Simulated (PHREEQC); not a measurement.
PHREEQC input (ion-association model, wateq4f.dat):

```
SOLUTION_MASTER_SPECIES
  An  An-  0  An  62.0  # stands for a non-complexing anion
SOLUTION_SPECIES
  An- = An-
    -log_k 0
    -gamma 3.0 0
PHASES
  Fix_H+
    H+ = H+
    -log_k 0
SOLUTION 1
  temp 25
  units mmol/kgw
  pH 7 charge
  Na 5
  An 5
END
SELECTED_OUTPUT 1
  -reset false
  -pH true
  -pe true
  -ionic_strength true
  -water true
  -totals Na
  -molalities Hfo_wOH Hfo_wOH2+ Hfo_wO- Hfo_sOH Hfo_sOH2+ Hfo_sO-
USER_PUNCH 1
  -headings sigma psi
  10 PUNCH EDL("sigma", "Hfo"), EDL("psi", "Hfo")
PRINT
  -reset false
USE solution 1
SURFACE 1
  Hfo_wOH 0.00150562 600 0.67
  Hfo_sOH 3.76404e-05
EQUILIBRIUM_PHASES 1
  Fix_H+ -3 HAn 10
    -force_equality true
  O2(g) -0.68 10
END
# ... the last block is repeated for the other 16 points of pH, with NaOH or the acid as the point needs
```

Selected output (columns that matter, 12 of 17 rows; pH added in front):

```
pH	mu	Na	m_Hfo_wOH	m_Hfo_wOH2+	m_Hfo_wO-	m_Hfo_sOH	m_Hfo_sOH2+	m_Hfo_sO-	sigma	psi
3	0.0067182	0.005	0.00025901	0.0012454	1.234e-06	6.4752e-06	3.1134e-05	3.0851e-08	0.3061	0.21344
3.38	0.0059934	0.005	0.00043502	0.0010665	4.0648e-06	1.0875e-05	2.6663e-05	1.0162e-07	0.2614	0.20826
4.12	0.0054398	0.005	0.00076867	0.00071811	1.8849e-05	1.9217e-05	1.7953e-05	4.7122e-07	0.17204	0.18927
4.5	0.0053109	0.005	0.0009004	0.0005728	3.2424e-05	2.251e-05	1.432e-05	8.106e-07	0.13295	0.17667
5.25	0.005161	0.005	0.0010639	0.00037203	6.9698e-05	2.6597e-05	9.3007e-06	1.7424e-06	0.074384	0.14767
5.62	0.0051148	0.005	0.0011056	0.00030954	9.0466e-05	2.764e-05	7.7385e-06	2.2616e-06	0.0539	0.1315
6.38	0.0050539	0.005	0.0011439	0.00023303	0.00012865	2.8599e-05	5.8257e-06	3.2161e-06	0.025682	0.094708
6.75	0.0050358	0.005	0.0011505	0.00021228	0.00014284	2.8762e-05	5.3071e-06	3.571e-06	0.017085	0.075363
7.5	0.0050125	0.005	0.0011551	0.00018738	0.00016313	2.8878e-05	4.6845e-06	4.0782e-06	0.0059667	0.034305
7.88	0.0050044	0.005	0.0011557	0.00017928	0.00017067	2.8892e-05	4.4819e-06	4.2667e-06	0.0021179	0.012974
8.62	0.0050147	0.0050249	0.0011553	0.00016521	0.00018508	2.8883e-05	4.1304e-06	4.627e-06	-0.0048876	-0.028711
9	0.0050304	0.00505	0.0011542	0.00015663	0.00019483	2.8854e-05	3.9157e-06	4.8708e-06	-0.009399	-0.049845
```

The oxide is taken as insoluble; below pH 4 it would dissolve.
